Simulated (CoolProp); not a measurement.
A Linde-Hampson liquefier for ethane: isothermal reversible compression at 320 K from 1 atm to 40 MPa, throttling to 1 atm, return gas leaving the recuperator 0 K below the feed. Each further row changes one setting.

Computed with CoolProp (reference Helmholtz-energy equation of state, Bücker 2006).

| case | liquid yield per pass | compression work (kJ/kg of gas) |
|---|---|---|
| as stated | [?] | 414 |
| high pressure 80 MPa | [?] | [?] |
| warm-end temperature 350 K | [?] | [?] |
| warm-end gap 5 K | 0.454 | 414 |

**Question.** Complete the blanks.

**Answer.** 
- as stated, liquid yield per pass: 0.461
- high pressure 80 MPa, liquid yield per pass: 0.410
- high pressure 80 MPa, compression work (kJ/kg of gas): 499
- warm-end temperature 350 K, liquid yield per pass: 0.392
- warm-end temperature 350 K, compression work (kJ/kg of gas): 482
